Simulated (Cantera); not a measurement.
An adiabatic, constant-volume homogeneous reactor starts with CH4 : O2 : N2 : H2O = 1 : 1.82 : 6.84 : 0.37 (molar parts), equivalence ratio 1.1, at 1450 K and 4.24 atm.

Computed with Cantera and GRI-Mech 3.0 (53 species, 325 reactions).

Question: Predict: time of steepest temperature rise; temperature at 0.300 s; equilibrium temperature; x(O2) at 0.300 s; x(H2O) at 0.300 s; x(H2O2) at 0.300 s.

Answer: 
- time of steepest temperature rise: 0.677 ms
- temperature at 0.300 s: 2991 K
- equilibrium temperature: 2991 K
- x(O2) at 0.300 s: 0.0105 (gas-phase equilibrium 0.0105)
- x(H2O) at 0.300 s: 0.185 (gas-phase equilibrium 0.185)
- x(H2O2) at 0.300 s: 9.91e-7 (gas-phase equilibrium 9.91e-7)
